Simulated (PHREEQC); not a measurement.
Consider water at 25 °C with 1 mol/kgw KCl, 0.85 mol/kgw Na2SO4 and 4.3 mol/kgw NaCl. It is in equilibrium with CO2 at log p = -2 (atm). Otherwise closed; pH follows from the charge balance.

All values are PHREEQC results (Pitzer model, pitzer.dat), not measurements.

Precipitation was switched off in this run.

Predict the pH, osmotic coefficient.

pH 4.82; osmotic coefficient 1.177.

In which forms is C present?

CO2 77 %, HCO3- 23 % of the C.

In brines, pH and single-ion activities rest on the MacInnes convention.
